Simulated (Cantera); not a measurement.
Gas mixture: 75.8 % CO2, 24.2 % H2, at 500000 Pa, frozen composition.

Cantera's kinetic-theory transport with the Lennard-Jones parameters of GRI-Mech 3.0, ideal gas; thermal conductivity in the mixture-averaged form.

One state of this run: ρ (kg/m³) = 2.04; cp (J/kg/K) = 1432; μ (µPa s) = 41.0; λ (mW/m/K) = 121; Pr = 0.484; D (cm²/s) CH3 = 0.364; D (cm²/s) OH = 0.498; D (cm²/s) H2 = 1.04. D: mixture-averaged diffusion coefficient of that species in the mixture.

Task: Which value of T (K) does it belong to?
(A) 1000
(B) 800
(C) 600
(D) 400

Result: A, 1000
